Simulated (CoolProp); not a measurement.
Vapour-liquid equilibrium of R13 (1) + isobutane (2) at 0.369 MPa; x and y are mole fractions of (1).

Values from CoolProp's multi-fluid Helmholtz-energy mixture model, Platzer 1990 and Bücker 2006; pair parameters Bell 2016. This equation is an older, rougher fit; its heat capacities, sound speeds and derivatives of the liquid may be far off and weren't checked against measurements.

Task: Give the bubble temperature and the first vapour's composition at x = 0.05, 0.35, 0.95. Is there an azeotrope?

Result: x = 0.05: 282.8 K, y = 0.409; x = 0.35: 240.2 K, y = 0.910; x = 0.95: 221.2 K, y = 0.995. No azeotrope shows between x = 0.05 and 0.95.

Pair parameters are fitted to limited data, so mixtures are less certain than the pure fluids.
